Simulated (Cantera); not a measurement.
Cantera with NASA thermochemical tables; ideal gases at 1 bar, condensed phases pure. Values are per mole of reaction as written; species without (g) are pure solids or liquids, kept so even where they would boil at 1 bar. The tables' values for C2F4, SiF2 are old estimates.

C2F4(g) + Si2C(g) → 2 SiF2(g) + 3 C

| T (K) | ΔH° (kJ) | ΔS° (J/K) | ΔG° (kJ) | log10 K |
|---|---|---|---|---|
| 1373 | -1057.5 | -20.9 | -1028.8 | 39.14 |
| 1573 | -1057.7 | -21.0 | -1024.6 | 34.02 |
| 1773 | -1057.9 | -21.2 | -1020.4 | 30.06 |
| 1973 | ? | ? | ? | ? |
| 2173 | -1058.3 | -21.4 | -1011.9 | 24.32 |
| 2373 | -1058.6 | -21.5 | -1007.6 | 22.18 |
| 2573 | ? | ? | ? | ? |

Fill in the missing entries.


- 1973, ΔH° (kJ): -1058.1
- 1973, ΔS° (J/K): -21.3
- 1973, ΔG° (kJ): -1016.2
- 1973, log10 K: 26.90
- 2573, ΔH° (kJ): -1058.9
- 2573, ΔS° (J/K): -21.6
- 2573, ΔG° (kJ): -1003.3
- 2573, log10 K: 20.37
